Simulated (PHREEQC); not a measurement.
Dissolve 0.0062 mol H3BO3, 0.052 mol KOH and 0.025 mol LiCl per kg of water at 80 °C. Closed to the air; pH follows from the charge balance.

Equilibrium calculation in PHREEQC: ion-association model, phreeqc.dat.

| quantity | before | after |
|---|---|---|
| pH | 11.13 | 12.09 |
| H3BO3 (mol/kgw) | 2.58e-5 | 5.30e-6 |

Name the change that produced these shifts.
A) LiCl left out
B) temperature from 80 to 40 °C
C) H3BO3 replaced by NH4BF4 at the same molality
D) KOH from 0.052 to 0.52 mol/kgw

B, temperature from 80 to 40 °C

Precipitation was switched off in this run. Constants without temperature data keep their 25 °C values here.
